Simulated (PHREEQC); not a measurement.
A solution holds 0.03 mol BaCl2 per kg of water, at 25 °C. Closed to the air; pH follows from the charge balance.

Model: Pitzer model, pitzer.dat, run in PHREEQC.

Precipitation was switched off in this run.

Predict the specific conductance, osmotic coefficient, density.

specific conductance 6540 µS/cm; osmotic coefficient 0.863; density 1.003 g/cm³.

Complexes and solids missing from the database can't appear.
